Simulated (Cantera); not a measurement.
A freely propagating, adiabatic, planar premixed flame of H2 : O2 : N2 = 1 : 0.179 : 0.671 (molar parts), equivalence ratio 2.8, unburnt at 650 K and 101000 Pa; mixture-averaged transport, grid criteria slope 0.08 and curve 0.16, no radiation.

Cantera simulation using the H2/O2 subset of GRI-Mech 3.0, which has no nitrogen chemistry; the numbers are that mechanism's predictions, not measurements. Burning velocities carry a grid error of a few per cent, more on coarse grids.

x: mole fraction of selected species; z is measured from the peak of heat release.

| z (mm) | T (K) | u (m/s) | x H2 | x O2 | x H | x HO2 | x H2O | x OH |
|---|---|---|---|---|---|---|---|---|
| -1.48 | 650 | 9.48 | 0.541 | 0.0968 | <1e-8 | <1e-8 | <1e-8 | <1e-8 |
| -0.987 | 650 | 9.48 | 0.541 | 0.0968 | <1e-8 | <1e-8 | <1e-8 | <1e-8 |
| -0.740 | 650 | 9.48 | 0.541 | 0.0968 | <1e-8 | [?] | <1e-8 | <1e-8 |
| -0.494 | 650 | 9.48 | 0.541 | 0.0968 | 6.12e-7 | 2.33e-6 | 4.10e-7 | <1e-8 |
| -0.247 | 680 | 9.87 | 0.536 | 0.0964 | 0.000640 | 0.000193 | 0.00168 | 7.10e-5 |
| -0.123 | 871 | 12.4 | 0.507 | 0.0902 | 0.00990 | 0.000121 | 0.0197 | 0.000385 |
| 0 | 1219 | 16.9 | 0.418 | 0.0560 | 0.0489 | 5.33e-5 | 0.0931 | 0.00139 |
| 0.123 | 1456 | 20.1 | 0.344 | 0.0131 | 0.0805 | 1.22e-5 | 0.176 | 0.00195 |
| 0.247 | 1555 | 21.4 | 0.330 | 0.00214 | 0.0823 | 1.90e-6 | 0.199 | 0.00187 |
| 0.494 | 1650 | 22.6 | 0.334 | 0.000195 | 0.0721 | 1.73e-7 | 0.204 | 0.00198 |
| 0.987 | 1752 | 23.8 | 0.344 | 7.16e-5 | 0.0576 | 6.99e-8 | 0.206 | 0.00202 |
| 1.97 | 1853 | 24.9 | 0.354 | 4.44e-5 | 0.0428 | 4.59e-8 | 0.208 | 0.00186 |
| 3.95 | 1940 | 25.9 | 0.363 | [?] | [?] | [?] | 0.210 | [?] |

Question: Fill in the missing entries.

Answer: 
- -0.740, x HO2: 2.24e-8
- 3.95, x O2: 2.33e-5
- 3.95, x H: 0.0296
- 3.95, x HO2: 2.67e-8
- 3.95, x OH: 0.00152
